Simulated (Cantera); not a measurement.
Feed: 1 mol SiO₂, a varied amount of H₂, equilibrated at 0.0100 bar.

Equilibrium computed with Cantera from the NASA thermochemical tables; the gas is ideal and each condensed phase is pure. Candidate condensed phases: H₂O, Si, SiO₂; 18 gas species. The tables hold silica as quartz up to 1696 K and as liquid above; real silica turns to tridymite and cristobalite and melts near 1996 K. Equilibrium is a limit: real reactors are often held back by kinetics, nucleation or transport.

Stable condensed phases, one row left out:

```
T in K \ n(H₂) in mol
         0.086  0.16  0.31   0.6   1.1   2.2   4.2   7.9
   2850      A     A     A     A     A     A     A     A
   2775      A     A     A     A     A     A     A     A
   2700      A     A     A     A     A     A     A     A
   2625      A     A     A     A     A     A     A     A
   2550      A     A     A     A     A     A     A     A
   2475      B     B     B     B     A     A     A     A
   2400      B     B     B     B     B     A     A     A
   2325      B     B     B     B     B     A     A     A
   2175      B     B     B     B     B     B     A     A
   2100      B     B     B     B     B     B     B     A
   2025      B     B     B     B     B     B     B     B
```

A: gas only; B: SiO₂.

Question: Give the row for 2250 K.

Answer: 0.086: SiO₂; 0.16: SiO₂; 0.31: SiO₂; 0.6: SiO₂; 1.1: SiO₂; 2.2: SiO₂; 4.2: gas only; 7.9: gas only.
